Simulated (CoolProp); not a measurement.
The fluid at 302.44 K and 1.05 MPa flows at 0.41 m/s in a round tube of 50 mm bore and 1.5 µm roughness, fully developed (64/Re and Nu = 3.66 if laminar; Colebrook and Gnielinski if turbulent). The same conditions are run with several fluids, on thermodynamics alone (safety and materials aside).

The numbers come from the reference Helmholtz-energy equation of state of each fluid (CF4 (R14): Platzer 1990; sulfur hexafluoride: Guder 2009; oxygen: Schmidt 1985; methane: Setzmann 1991; dry air: Lemmon 2000) in CoolProp. The equations of Platzer and Polt are older, rougher fits. Blends and air are pseudo-pure fits.

| fluid | Reynolds number | Darcy friction factor | pressure drop (Pa/m) | heat-transfer coefficient (W/(m² K)) | mass flow (kg/h) |
|---|---|---|---|---|---|
| CF4 (R14) | 43500 | (withheld) | (withheld) | 33.4 | (withheld) |
| sulfur hexafluoride | 90500 | 0.0185 | 2.16 | 51.6 | 201 |
| oxygen | 13100 | 0.0288 | 0.651 | (withheld) | 39.0 |
| methane | 12200 | (withheld) | 0.337 | 25.1 | 19.8 |
| dry air | (withheld) | 0.0288 | (withheld) | 19.9 | (withheld) |

Q: Complete the blanks.

A: 
- CF4 (R14), Darcy friction factor: 0.0217
- CF4 (R14), pressure drop (Pa/m): 1.39
- CF4 (R14), mass flow (kg/h): 111
- oxygen, heat-transfer coefficient (W/(m² K)): 20.1
- methane, Darcy friction factor: 0.0294
- dry air, Reynolds number: 13200
- dry air, pressure drop (Pa/m): 0.586
- dry air, mass flow (kg/h): 35.1

Above 300 K oxygen's equation is extrapolated.

Transport values come from each fluid's own correlations; those of CF4 (R14) are estimates that may be off by 10 % or more.
